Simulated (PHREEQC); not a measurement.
A solution holds 19 mmol/kgw NH4HSO4 and 6.7 mmol/kgw (NH4)2CO3, at 25 °C. Closed to the air; pH follows from the charge balance.

Computed with PHREEQC (ion-association model, phreeqc.dat).

Each row changes one thing in this solution. Precipitation was switched off in this run.

```csv
case,pH,ionic strength (mol/kgw),NH4+ (mol/kgw),SO4-2 (mol/kgw),NH4SO4- (mol/kgw),HSO4- (mol/kgw)
as made,2.54,0.0475,0.0299,0.0142,0.00251,0.00225
NH4HSO4 from 0.019 to 0.038 mol/kgw,1.96,0.0811,0.0464,0.0215,0.00495,0.0115
diluted 5-fold with water,3.08,0.0106,0.00630,0.00341,0.000182,0.000204
diluted 10-fold with water,3.33,0.00547,0.00319,0.00178,5.35e-5,6.37e-5
0.0092 mol/kgw Na2CO3 added,6.85,0.0634,0.0298,0.0159,0.00254,1.15e-7
```

Complexes and solids missing from the database can't appear. Carbamate, which ammonia and carbonate form, is missing from the database.
